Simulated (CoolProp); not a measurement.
Oxygen at 293.15 K and 10.8 MPa is throttled through a valve to 5.85 MPa with no heat exchange. Each further row changes one setting.

The numbers come from the reference Helmholtz-energy equation of state, Schmidt 1985 in CoolProp.

```
case                      temperature change (K)    final phase  final density (kg/m³)
------------------------  ----------------------  -------------  ---------------------
as stated                                  -11.5  supercritical                   83.6
outlet pressure 1.75 MPa                   -23.4            gas                   25.4
outlet pressure 7.6 MPa                     -7.1  supercritical                    108
```
